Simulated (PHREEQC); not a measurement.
Make-up at 70 °C: 0.031 mol/kgw H2SO4. Closed to the air; pH follows from the charge balance.

All values are PHREEQC results (ion-association model, phreeqc.dat), not measurements.

| quantity | before | after |
|---|---|---|
| pH | 1.51 | 2.37 |
| ionic strength (mol/kgw) | 0.0411 | 0.00622 |
| HSO4- (mol/kgw) | 0.0260 | 0.00154 |
| SO4-2 (mol/kgw) | 0.00503 | 0.00156 |

### Question
Which change was made?
A) H2SO4 from 0.031 to 0.062 mol/kgw
B) H2SO4 from 0.031 to 0.0341 mol/kgw
C) H2SO4 from 0.031 to 0.0062 mol/kgw
D) diluted 10-fold with water

### Answer
D, diluted 10-fold with water

Precipitation was switched off in this run. Away from 25 °C the constants follow the database's enthalpies or fits; those with neither stay at their 25 °C values.
